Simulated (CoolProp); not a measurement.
Aqueous sodium chloride as a coolant, 22 % by mass, freezing at -19.1 °C, 1 atm.

Model: Melinder's fits for secondary coolants, in CoolProp.

```json
[
 {"T (°C)": "-11.3", "conductivity (W/(m K))": "0.529", "cp (kJ/(kg K))": "3.316", "viscosity (mPa s)": "4.33", "Prandtl number": "27.1"},
 {"T (°C)": "-4", "conductivity (W/(m K))": "0.540", "cp (kJ/(kg K))": "3.328", "viscosity (mPa s)": "3.30", "Prandtl number": "20.4"},
 {"T (°C)": "3.2", "conductivity (W/(m K))": "?", "cp (kJ/(kg K))": "3.340", "viscosity (mPa s)": "?", "Prandtl number": "?"},
 {"T (°C)": "10.4", "conductivity (W/(m K))": "0.561", "cp (kJ/(kg K))": "?", "viscosity (mPa s)": "2.09", "Prandtl number": "12.5"},
 {"T (°C)": "17.6", "conductivity (W/(m K))": "0.572", "cp (kJ/(kg K))": "3.358", "viscosity (mPa s)": "1.73", "Prandtl number": "10.2"},
 {"T (°C)": "24.8", "conductivity (W/(m K))": "0.583", "cp (kJ/(kg K))": "3.365", "viscosity (mPa s)": "?", "Prandtl number": "8.47"},
 {"T (°C)": "32.1", "conductivity (W/(m K))": "0.594", "cp (kJ/(kg K))": "3.370", "viscosity (mPa s)": "?", "Prandtl number": "7.22"}
]
```

### Question
Fill in the missing entries.

### Answer

- 3.2, conductivity (W/(m K)): 0.550
- 3.2, viscosity (mPa s): 2.60
- 3.2, Prandtl number: 15.8
- 10.4, cp (kJ/(kg K)): 3.349
- 24.8, viscosity (mPa s): 1.47
- 32.1, viscosity (mPa s): 1.27
